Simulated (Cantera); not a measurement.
**Premixed flame**

A freely propagating, adiabatic, planar premixed flame of CH₄ : H₂ : O₂ : N₂ : H₂O = 1 : 0.7 : 1.68 : 6.88 : 0.83 (molar parts), unburnt at 675 K and 0.375 atm; mixture-averaged transport, grid criteria slope 0.08 and curve 0.16, no radiation.

Cantera simulation using GRI-Mech 3.0 (53 species, 325 reactions); the numbers are that mechanism's predictions, not measurements. Burning velocities carry a grid error of a few per cent, more on coarse grids.

| z (mm) | T (K) | u (m/s) | x CH₄ | x H₂ | x O₂ | x CO₂ | x CH₂ | x CH₂O |
|---|---|---|---|---|---|---|---|---|
| -2.72 | 675 | 1.51 | 0.0901 | 0.0635 | 0.151 | 3.92e-8 | <1e-8 | 6.33e-8 |
| -1.82 | 678 | 1.52 | 0.0899 | 0.0643 | 0.151 | 1.06e-6 | <1e-8 | 1.53e-6 |
| -1.36 | 687 | 1.54 | 0.0893 | 0.0655 | 0.151 | 9.11e-6 | <1e-8 | 1.12e-5 |
| -0.908 | 753 | 1.70 | 0.0854 | 0.0678 | 0.147 | 0.000143 | <1e-8 | 0.000107 |
| -0.454 | 1102 | 2.51 | 0.0624 | 0.0723 | 0.120 | 0.00204 | 5.78e-7 | 0.000617 |
| -0.227 | 1441 | 3.32 | 0.0360 | 0.0744 | 0.0845 | 0.00574 | 1.30e-5 | 0.000854 |
| 0 | 1750 | 4.08 | 0.0112 | 0.0732 | 0.0433 | 0.0120 | 6.86e-5 | 0.000555 |
| 0.227 | 1907 | 4.46 | 0.00179 | 0.0682 | 0.0170 | 0.0193 | 5.59e-5 | 0.000171 |
| 0.454 | 1956 | 4.57 | 0.000200 | 0.0645 | 0.00641 | 0.0255 | 1.33e-5 | 2.99e-5 |
| 0.908 | 1978 | 4.61 | 2.71e-6 | 0.0637 | 0.00172 | 0.0329 | 3.35e-7 | 5.95e-7 |
| 1.82 | 1993 | 4.64 | <1e-8 | 0.0651 | 0.00101 | 0.0370 | <1e-8 | <1e-8 |
| 3.63 | 2013 | 4.67 | <1e-8 | 0.0656 | 0.000770 | 0.0377 | <1e-8 | <1e-8 |
| 7.27 | 2038 | 4.72 | <1e-8 | 0.0658 | 0.000511 | 0.0375 | <1e-8 | <1e-8 |
x: mole fraction of selected species; z is measured from the peak of heat release.

The laminar burning velocity is 151 cm/s, the thermal thickness comes out as 0.908 mm and the peak x(CH₂) is 7.75e-5. The peak x(CH₂O) comes out as 0.000855 and the grid points is 152.
